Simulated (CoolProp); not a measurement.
Vapour-liquid equilibrium of nitrogen (1) + oxygen (2) at 294 kPa; x and y are mole fractions of (1).

Model: multi-fluid Helmholtz-energy mixture model, Span 2000 and Schmidt 1985; pair parameters Gernert 2013, in CoolProp.

| x | bubble temperature (°C) | y at the bubble point | dew temperature at overall composition x (°C) | liquid density (mol/L) |
|---|---|---|---|---|
| 0.05 | -172.7 | 0.143 | -171.8 | 33.51 |
| 0.125 | … | 0.311 | -172.6 | 33.06 |
| 0.2 | … | … | -173.3 | 32.57 |
| 0.275 | -177.4 | 0.543 | -174.1 | 32.07 |
| 0.35 | -178.5 | 0.626 | -175.0 | 31.55 |
| 0.425 | -179.6 | 0.695 | -175.9 | 31.03 |
| 0.5 | -180.5 | 0.753 | -176.8 | 30.50 |
| 0.575 | -181.4 | 0.804 | -177.8 | 29.97 |
| 0.65 | -182.2 | 0.848 | -178.9 | 29.45 |
| 0.725 | -183.0 | 0.888 | -180.1 | 28.92 |
| 0.8 | -183.7 | 0.923 | … | … |
| 0.875 | -184.4 | 0.954 | … | 27.88 |
| 0.95 | -185.0 | 0.983 | … | 27.36 |

### Question
Fill in the missing entries.

### Answer

- 0.125, bubble temperature (°C): -174.5
- 0.2, bubble temperature (°C): -176.0
- 0.2, y at the bubble point: 0.441
- 0.8, dew temperature at overall composition x (°C): -181.3
- 0.8, liquid density (mol/L): 28.40
- 0.875, dew temperature at overall composition x (°C): -182.7
- 0.95, dew temperature at overall composition x (°C): -184.3

No azeotrope shows between x = 0.05 and 0.95.

The pair parameters rest on a limited set of measurements; away from them the model extrapolates.
